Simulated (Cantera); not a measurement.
A closed system holds: 1 mol Ta, 1.8 mol O₂, 96 mol N₂, 0.3 mol CO₂, equilibrated at 35.0 mbar.

These are equilibrium values from Cantera (NASA tables, ideal gas, pure condensed phases), not measurements of a reactor. Candidate condensed phases: C, Ta, TaC, Ta₂O₅; 27 gas species. Kinetics and transport are ignored.

### Question
Which condensed phases are stable at each of these points (T (K)): 1625, 1725, 1825, 1925, 2025, 2125, 2225, 2325, 2425, 2525?

### Answer
```
T (K)  condensed phases  Ta condensed (%)
-----  ----------------  ----------------
1625           Ta₂O₅(s)             100.0
1725           Ta₂O₅(s)             100.0
1825           Ta₂O₅(s)             100.0
1925           Ta₂O₅(s)             100.0
2025           Ta₂O₅(s)             100.0
2125           Ta₂O₅(l)             100.0
2225           Ta₂O₅(l)              99.8
2325           Ta₂O₅(l)              99.2
2425           Ta₂O₅(l)              96.2
2525           Ta₂O₅(l)              84.6
```

From 1625 K to 2025 K the condensed part is Ta₂O₅(s). From 2125 K to 2525 K the condensed part is Ta₂O₅(l).
